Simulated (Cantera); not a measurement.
Cantera run:

```python
import numpy as np
import cantera as ct

gas_names = """
    Fe H H2 H2S N NH NH2 NH3 N2 N2H2 N2H4 S SH SN S2 S8
""".split()
cond_names = """
    Fe(a) Fe(c) Fe(d) Fe(L) FeS(a) FeS(b) FeS(c) FeS(L) FeS2(s) S(cr1) S(cr2) S(L)
""".split()


# ... load() reads the species with a 1 bar reference pressure and builds the phases ...
atoms = {
    'FeS2': {'Fe': 1, 'S': 2},
    'H2': {'H': 2},
    'N2': {'N': 2},
}
top_T = {'FeS2(s)': 1010}  # K; cautious upper limits of use, not melting points


# ... equilibrate(T, P, feed) seeds the gas with the atoms and calls Mixture.equilibrate('TP', solver="vcs", rtol=1e-11, max_steps=5000) ...
results = []
feed = {'FeS2': 1, 'H2': 13, 'N2': 1.2}  # mol
P = 500000  # Pa
for T in [798, 998, 1198, 1398, 1598, 1798, 1998]:
    mix = equilibrate(T, P, feed)
    results.append((T, P, feed, dict(zip(mix.species_names, mix.species_moles))))
    x = sorted(zip(gas.X, gas.species_names), reverse=True)
    print(f"T = {T:g} K  P = {P:g} Pa  gas = {mix.phase_moles(0):.4g} mol")
    print("   x: " + "  ".join(f"{s} {v:.3e}" for v, s in x if v > 1e-05))
    print("   condensed (mol): " + ("  ".join(f"{mix.phase(i).name} {mix.phase_moles(i):.4g}"
          for i in range(1, mix.n_phases) if mix.phase_moles(i) > 1e-12) or "none"))
```

It prints:

```
T = 798 K  P = 500000 Pa  gas = 14.15 mol
   x: H2 8.428e-01  N2 8.309e-02  H2S 7.066e-02  NH3 3.403e-03
   condensed (mol): FeS(c) 1
T = 998 K  P = 500000 Pa  gas = 14.19 mol
   x: H2 8.446e-01  N2 8.423e-02  H2S 7.047e-02  NH3 6.645e-04
   condensed (mol): FeS(c) 1
T = 1198 K  P = 500000 Pa  gas = 14.2 mol
   x: H2 8.449e-01  N2 8.442e-02  H2S 7.043e-02  NH3 2.177e-04
   condensed (mol): FeS(c) 1
T = 1398 K  P = 500000 Pa  gas = 14.2 mol
   x: H2 8.451e-01  N2 8.446e-02  H2S 7.029e-02  NH3 9.721e-05  SH 5.812e-05  S2 3.631e-05
   condensed (mol): FeS(c) 1
T = 1598 K  P = 500000 Pa  gas = 14.21 mol
   x: H2 8.453e-01  N2 8.445e-02  H2S 6.956e-02  SH 3.393e-04  S2 2.502e-04  NH3 5.301e-05  H 2.189e-05
   condensed (mol): FeS(L) 1
T = 1798 K  P = 500000 Pa  gas = 14.22 mol
   x: H2 8.462e-01  N2 8.434e-02  H2S 6.689e-02  SH 1.295e-03  S2 1.054e-03  H 1.448e-04  NH3 3.313e-05  S 1.061e-05
   condensed (mol): FeS(L) 1
T = 1998 K  P = 500000 Pa  gas = 14.27 mol
   x: H2 8.480e-01  N2 8.407e-02  H2S 6.068e-02  SH 3.532e-03  S2 2.905e-03  H 6.606e-04  S 7.567e-05  Fe 3.057e-05  NH3 2.282e-05
   condensed (mol): FeS(L) 0.9996
```

These are equilibrium values from Cantera (NASA tables, ideal gas, pure condensed phases), not measurements of a reactor. FeS: taken at fixed stoichiometry. Gases not in the tables: S3 to S7.
